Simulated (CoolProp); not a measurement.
Model: reference Helmholtz-energy equation of state, Lemmon 2006, in CoolProp. It is a short technical equation, of lower accuracy than the large ones.

For isohexane, give the phase and the cp (kJ/(kg K)), isothermal compressibility (1/MPa) at 130.15 °C and 3.98 MPa; 255.85 °C and 3.98 MPa; 276.85 °C and 3.98 MPa.


- 130.15 °C and 3.98 MPa: liquid; cp 2.77, isothermal compressibility 0.00555
- 255.85 °C and 3.98 MPa: supercritical; cp 4.78, isothermal compressibility 0.703
- 276.85 °C and 3.98 MPa: supercritical; cp 3.63, isothermal compressibility 0.464
